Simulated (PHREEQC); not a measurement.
A solution holds 0.22 mol/kgw NaHCO3, 0.0052 mol/kgw Na2CO3 and 0.043 mol/kgw LiCl, at 25 °C. Closed to the air; pH follows from the charge balance.

Computed with PHREEQC (ion-association model, wateq4f.dat).

Q: The ionic strength comes out as 0.261 mol/kgw. What activity coefficients do NaCO3-, CO3-2, Cl-, OH-, Li+ get?

A: NaCO3- 0.73, CO3-2 0.28, Cl- 0.69, OH- 0.69, Li+ 0.74.

This is a speciation only: nothing precipitates in the calculation. Complexes and solids missing from the database can't appear.
